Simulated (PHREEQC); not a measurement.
# Nickel, zinc or cadmium bath (model solution)

Make-up at 25 °C: 0.052 mol/kgw Ni(NO3)2, 0.0019 mol/kgw NaOH and 0.018 mol/kgw NaHSO4. Closed to the air; pH follows from the charge balance.

The numbers come from PHREEQC with the ion-association model, wateq4f.dat.

No solid was allowed to form.

### Question
Predict the pH.

### Answer
pH 1.99.

### Question
In which forms is Ni present?

### Answer
Ni+2 87 %, NiSO4 13 % of the Ni.
